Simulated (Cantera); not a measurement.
Gas mixture: C2H6 : C3H8 : H2O = 0.22 : 0.99 : 0.6 (molar parts), at 20.0 Torr, frozen composition.

Cantera's kinetic-theory transport with the Lennard-Jones parameters of GRI-Mech 3.0, ideal gas; thermal conductivity in the mixture-averaged form. Polar gases are described roughly by these parameters.

One state of this run: ρ (kg/m³) = 0.0155; cp (J/kg/K) = 3040; μ (µPa s) = 19.5; λ (mW/m/K) = 75.8; Pr = 0.782; D (cm²/s) H2O = 23.7; D (cm²/s) H2 = 93.4; D (cm²/s) H = 146. D: mixture-averaged diffusion coefficient of that species in the mixture.

Question: Which value of T (K) does it belong to?
A) 800
B) 700
C) 600
D) 400

Answer: B, 700
